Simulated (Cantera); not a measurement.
# Si3H8 + Cl2 + N2 (silicon epitaxy and polysilicon growth)

A closed system holds: 1 mol Si3H8, 0.049 mol Cl2, a varied amount of N2, held at 1100 K and 240 Pa.

These are equilibrium values from Cantera (NASA tables, ideal gas, pure condensed phases), not measurements of a reactor. Candidate condensed phases: NH4Cl, Si, Si3N4; 28 gas species. The feed counts by its element totals alone. N2 is the only nitrogen source here; it is nearly inert below about 1500 K, so the nitride shown seldom forms there in practice. Kinetics and transport are ignored.

From 37 mol N2 to 250 mol N2 the condensed part is Si3N4(s).

```csv
n(N2) (mol),log p N2,log p H2,log p HCl,log p H,n Si3N4(s)
37,-2.67,-3.61,-5.22,-9.39,1.00
47,-2.66,-3.71,-5.32,-9.44,1.00
60,-2.65,-3.82,-5.42,-9.50,1.00
77,-2.64,-3.92,-5.53,-9.55,1.00
97,-2.64,-4.02,-5.62,-9.60,1.00
120,-2.63,-4.11,-5.72,-9.64,1.00
160,-2.63,-4.23,-5.84,-9.70,1.00
200,-2.63,-4.33,-5.93,-9.75,1.00
250,-2.63,-4.42,-6.03,-9.80,1.00
```
log p: log10 of the partial pressure in bar; n: condensed amount in mol.
